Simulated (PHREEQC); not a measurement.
Synthetic water in mmol/kgw, 45 °C, pH 7.82: Na 136; K 3.32; Ca 3.06; Mg 27.9; Cl 537; S(6) 8.29; Alkalinity (meq/kgw) 0.0162; Sr 0.525.

Valence states are taken as typed.

Computed with PHREEQC (Pitzer model, pitzer.dat).

No solid was allowed to form.

Order these C species by the share of C that they hold, largest first: CO2, MgCO3, CO3-2, HCO3-.

HCO3- (93 %), MgCO3 (2.8 %), CO3-2 (2.4 %), CO2 (1.7 %)

The pH is 7.82 and the ionic strength 0.418 mol/kgw. Constants without temperature data keep their 25 °C values here.
